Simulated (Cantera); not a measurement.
An adiabatic, constant-volume homogeneous reactor starts with CH4 : H2 : O2 : N2 : CO2 = 1 : 0.27 : 3.88 : 24.5 : 0.031 (molar parts), equivalence ratio 0.55, at 1573 K and 5.00 bar.

Cantera simulation using GRI-Mech 3.0 (53 species, 325 reactions); the numbers are that mechanism's predictions, not measurements.

One state of this run: T (K) = 2473; P (bar) = 7.85; x CH4 = <1e-12; x H2 = 0.000599; x O2 = 0.0527; x CH2O = 3.10e-12; x NO = 0.0112. x: mole fraction; the columns are a selection and need not sum to one.

Problem. Which value of t (s) does it belong to?
A) 0.0249
B) 0.000387
C) 4.82e-5
D) 6.00e-6

Solution. A, 0.0249
